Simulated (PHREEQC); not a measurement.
Dissolve 18 mmol/kgw NiSO4 and 3.2 mmol/kgw ZnCl2 at 20 °C. Closed to the air; pH follows from the charge balance.

The numbers come from PHREEQC with the ion-association model, wateq4f.dat.

Problem. The ionic strength comes out as 0.0554 mol/kgw. What activity coefficients do NiCl+, H+, Ni(SO4)2-2, SO4-2, Zn(SO4)2-2 get?

Solution. NiCl+ 0.82, H+ 0.85, Ni(SO4)2-2 0.44, SO4-2 0.45, Zn(SO4)2-2 0.44.

No solid was allowed to form. Complexes and solids missing from the database can't appear.
